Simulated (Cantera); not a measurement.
A closed system holds: 1 mol Cr2O3, 65 mol H2, 50 mol N2, equilibrated at 0.00390 bar.

These are equilibrium values from Cantera (NASA tables, ideal gas, pure condensed phases), not measurements of a reactor. Candidate condensed phases: Cr, CrN, Cr2N, Cr2O3, H2O; 29 gas species. Mutual solubility and eutectic melting of coexisting phases are not modelled. Kinetics and transport are ignored.

Q: What share of the Cr ends up in condensed phases as a function of T (°C), at 1152, 1202, 1252, 1302, 1352, 1402, 1452, 1502, 1552, 1602?

A: 
```json
[
 {"T (°C)": "1152", "Cr condensed (%)": "99.8", "as": "Cr(s) + Cr2O3(s)"},
 {"T (°C)": "1202", "Cr condensed (%)": "99.5", "as": "Cr(s) + Cr2O3(s)"},
 {"T (°C)": "1252", "Cr condensed (%)": "98.6", "as": "Cr(s) + Cr2O3(s)"},
 {"T (°C)": "1302", "Cr condensed (%)": "96.4", "as": "Cr(s) + Cr2O3(s)"},
 {"T (°C)": "1352", "Cr condensed (%)": "93.2", "as": "Cr2O3(s)"},
 {"T (°C)": "1402", "Cr condensed (%)": "88.7", "as": "Cr2O3(s)"},
 {"T (°C)": "1452", "Cr condensed (%)": "81.9", "as": "Cr2O3(s)"},
 {"T (°C)": "1502", "Cr condensed (%)": "71.8", "as": "Cr2O3(s)"},
 {"T (°C)": "1552", "Cr condensed (%)": "57.2", "as": "Cr2O3(s)"},
 {"T (°C)": "1602", "Cr condensed (%)": "36.3", "as": "Cr2O3(s)"}
]
```
